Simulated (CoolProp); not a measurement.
Computed with CoolProp (reference Helmholtz-energy equation of state, Akasaka 2020).

Task: Give the vapour pressure (kPa), liquid density (kg/m³), vapour density (kg/m³) of saturated R1123 at 219.1 K.

Result: 
```csv
T (K),p (kPa),liquid density (kg/m³),vapour density (kg/m³)
219.1,145,1320,6.84
```
